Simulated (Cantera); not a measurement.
**Thermodynamics of silicon carbide growth, feed SiH₄ + CH₄ + H₂**

Charge: 1 mol SiH₄, 0.17 mol CH₄, 1.3 mol H₂, held at 952 °C and 9500 Pa.

Method: chemical equilibrium by Gibbs-energy minimisation in Cantera with the NASA 1993 tables (ideal gas, pure condensed phases). Candidate condensed phases: C, C₆H₆, C₇H₈, C₈H₁₈, Si, SiC; 87 gas species. Mutual solubility and eutectic melting of coexisting phases are not modelled. Rates play no part.

```json
{
  "x(H₂)": "1.000",
  "x(CH₄)": "2.44e-6",
  "x(H)": "1.01e-6",
  "n(Si(s))": "0.830 mol",
  "n(SiC(s))": "0.170 mol",
  "gas_amount": "3.640 mol",
  "log10 activity of C(graphite) (absent)": "-2.71"
}
```
